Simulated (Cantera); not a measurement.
An isothermal, constant-pressure homogeneous reactor starts with C2H6 : N2 = 1 : 2.7 (molar parts), at 1625 K and 0.0132 atm. Integrator tolerance rtol = 1e-08.

Detailed kinetics in Cantera: GRI-Mech 3.0 (53 species, 325 reactions). GRI-Mech 3.0 stops at C3 and has no aromatics, soot or wall deposition, so with more carbon than oxygen in the feed, carbon stays in small species such as C2H2 where larger ones or solid carbon would form. Radical loss at walls, strong at low pressure, is not modelled.

```csv
quantity,before,after
x(C2H6) at 5.00 s,3.84e-7 (gas-phase equilibrium 8.04e-10),0.143 (gas-phase equilibrium 7.33e-5)
x(CH3) at 5.00 s,0.000135 (gas-phase equilibrium 4.85e-6),4.49e-6 (gas-phase equilibrium 3.86e-7)
x(H2) at 5.00 s,0.342 (gas-phase equilibrium 0.350),0.0937 (gas-phase equilibrium 0.111)
x(C2H) at 5.00 s,6.14e-7 (gas-phase equilibrium 4.60e-7),<1e-12 (gas-phase equilibrium <1e-12)
x(CH2) at 5.00 s,1.15e-7 (gas-phase equilibrium 4.83e-9),5.29e-12 (gas-phase equilibrium <1e-12)
x(C2H2) at 5.00 s,0.173 (gas-phase equilibrium 0.115),0.00114 (gas-phase equilibrium 0.0643)
x(HCN) at 5.00 s,1.79e-6 (gas-phase equilibrium 0.120),<1e-12 (gas-phase equilibrium 0.0506)
```

Problem. Name the change that produced these shifts.
(A) pressure from 0.0132 atm to 0.0651 atm
(B) pressure from 0.0132 atm to 1.00 atm
(C) temperature 1625 to 1425 K
(D) temperature 1625 to 1025 K

Solution. D, temperature 1625 to 1025 K
